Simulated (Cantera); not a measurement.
A closed system holds: 1 mol Si3N4, 0.28 mol N2O, 320 mol N2, 0.37 mol O2, equilibrated at 725 °C and 13.3 mbar.

Cantera equilibrium calculation (NASA polynomials, part measured and part estimated; ideal gas, pure solids and liquids). Candidate condensed phases: Si, SiO2, Si2N2O, Si3N4; 16 gas species. Rates play no part.

### Question
What is the equilibrium state?

### Answer
- x(N2) = 1.00
- n(Si2N2O(s)) = 1.02 mol
- n(Si3N4(s)) = 0.320 mol
- gas amount = 320.6 mol
- log10 activity of Si(s) (absent) = -5.97
